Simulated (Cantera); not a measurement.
Charge: 1 mol Cu₂O, 2400 mol H₂, 1 mol N₂, held at 170000 Pa.

Method: chemical equilibrium by Gibbs-energy minimisation in Cantera with the NASA 1993 tables (ideal gas, pure condensed phases). Candidate condensed phases: Cu, CuO, Cu(OH)₂, Cu₂O, H₂O; 27 gas species. Rates play no part.

**Question.** At 550 °C, list the 4 most abundant gas species with their mole fractions, and the condensed phases.

**Answer.** H₂ 0.999, H₂O 0.000417, N₂ 0.000377, NH₃ 7.86e-5. Condensed: Cu(s).
